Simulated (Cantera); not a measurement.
Feed: 1 mol Cr2O3, 200 mol H2, 28 mol N2.

Equilibrium computed with Cantera from the NASA thermochemical tables; the gas is ideal and each condensed phase is pure. Candidate condensed phases: Cr, CrN, Cr2N, Cr2O3, H2O; 29 gas species. Mutual solubility and eutectic melting of coexisting phases are not modelled. The numbers say what is thermodynamically allowed, not how fast it happens.

Task: What condenses at these points (T in °C, P in Pa): (802, 7200); (1202, 7200); (1002, 52); (1102, 10); (802, 10); (1252, 190000); (1252, 52)?

Result: 
```tsv
T (°C)	P in Pa	condensed phases	Cr condensed (%)
802	7200	CrN + Cr2O3	100.0
1202	7200	Cr + Cr2O3	99.9
1002	52	Cr + Cr2O3	99.9
1102	10	Cr2O3	96.5
802	10	Cr + Cr2O3	100.0
1252	190000	Cr2N + Cr2O3	100.0
1252	52	Cr2O3	86.9
```
